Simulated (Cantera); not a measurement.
What does this Cantera script print?

```python
import numpy as np
import cantera as ct

gas_names = [...]  # 77 gases of nasa_gas.yaml made of C, H, Ti
cond_names = """
    C(gr) C6H6(L) C7H8(L) C8H18(L),n-octa Ti(a) Ti(b) Ti(L) TiC(s) TiC(L)
""".split()


# ... load() reads the species with a 1 bar reference pressure and builds the phases ...
atoms = {
    'Ti': {'Ti': 1},
    'C3H8': {'C': 3, 'H': 8},
}
top_T = {'C(gr)': 4500}  # K; cautious upper limits of use, not melting points


# ... equilibrate(T, P, feed) seeds the gas with the atoms and calls Mixture.equilibrate('TP', solver="vcs", rtol=1e-11, max_steps=5000) ...
results = []
T = 1023.15  # K
P = 14  # Pa
for m in [0.26, 0.42, 0.57, 0.73, 0.88, 1, 1.2, 1.3, 1.5, 1.7, 1.8, 2, 2.1]:
    feed = {'Ti': 1, 'C3H8': m}  # mol
    mix = equilibrate(T, P, feed)
    results.append((T, P, feed, dict(zip(mix.species_names, mix.species_moles))))
    x = sorted(zip(gas.X, gas.species_names), reverse=True)
    print(f"T = {T:g} K  P = {P:g} Pa  n(C3H8) = {m:g} mol  gas = {mix.phase_moles(0):.4g} mol")
    print("   x: " + "  ".join(f"{s} {v:.3e}" for v, s in x if v > 1e-05))
    print("   condensed (mol): " + ("  ".join(f"{mix.phase(i).name} {mix.phase_moles(i):.4g}"
          for i in range(1, mix.n_phases) if mix.phase_moles(i) > 1e-12) or "none"))
```

Result:

```
T = 1023.15 K  P = 14 Pa  n(C3H8) = 0.26 mol  gas = 1.04 mol
   x: H2 1.000e+00
   condensed (mol): Ti(a) 0.22  TiC(s) 0.78
T = 1023.15 K  P = 14 Pa  n(C3H8) = 0.42 mol  gas = 1.68 mol
   x: H2 1.000e+00  CH4 1.049e-05
   condensed (mol): C(gr) 0.26  TiC(s) 1
T = 1023.15 K  P = 14 Pa  n(C3H8) = 0.57 mol  gas = 2.28 mol
   x: H2 1.000e+00  CH4 1.049e-05
   condensed (mol): C(gr) 0.71  TiC(s) 1
T = 1023.15 K  P = 14 Pa  n(C3H8) = 0.73 mol  gas = 2.92 mol
   x: H2 1.000e+00  CH4 1.049e-05
   condensed (mol): C(gr) 1.19  TiC(s) 1
T = 1023.15 K  P = 14 Pa  n(C3H8) = 0.88 mol  gas = 3.52 mol
   x: H2 1.000e+00  CH4 1.049e-05
   condensed (mol): C(gr) 1.64  TiC(s) 1
T = 1023.15 K  P = 14 Pa  n(C3H8) = 1 mol  gas = 4 mol
   x: H2 1.000e+00  CH4 1.049e-05
   condensed (mol): C(gr) 2  TiC(s) 1
T = 1023.15 K  P = 14 Pa  n(C3H8) = 1.2 mol  gas = 4.8 mol
   x: H2 1.000e+00  CH4 1.049e-05
   condensed (mol): C(gr) 2.6  TiC(s) 1
T = 1023.15 K  P = 14 Pa  n(C3H8) = 1.3 mol  gas = 5.2 mol
   x: H2 1.000e+00  CH4 1.049e-05
   condensed (mol): C(gr) 2.9  TiC(s) 1
T = 1023.15 K  P = 14 Pa  n(C3H8) = 1.5 mol  gas = 6 mol
   x: H2 1.000e+00  CH4 1.049e-05
   condensed (mol): C(gr) 3.5  TiC(s) 1
T = 1023.15 K  P = 14 Pa  n(C3H8) = 1.7 mol  gas = 6.8 mol
   x: H2 1.000e+00  CH4 1.049e-05
   condensed (mol): C(gr) 4.1  TiC(s) 1
T = 1023.15 K  P = 14 Pa  n(C3H8) = 1.8 mol  gas = 7.2 mol
   x: H2 1.000e+00  CH4 1.049e-05
   condensed (mol): C(gr) 4.4  TiC(s) 1
T = 1023.15 K  P = 14 Pa  n(C3H8) = 2 mol  gas = 8 mol
   x: H2 1.000e+00  CH4 1.049e-05
   condensed (mol): C(gr) 5  TiC(s) 1
T = 1023.15 K  P = 14 Pa  n(C3H8) = 2.1 mol  gas = 8.4 mol
   x: H2 1.000e+00  CH4 1.049e-05
   condensed (mol): C(gr) 5.3  TiC(s) 1
```

Cantera equilibrium calculation (NASA polynomials, part measured and part estimated; ideal gas, pure solids and liquids). Mutual solubility and eutectic melting of coexisting phases are not modelled. TiC: taken at fixed stoichiometry. Condensed phases not in the tables: N, O or C dissolved in the metal.
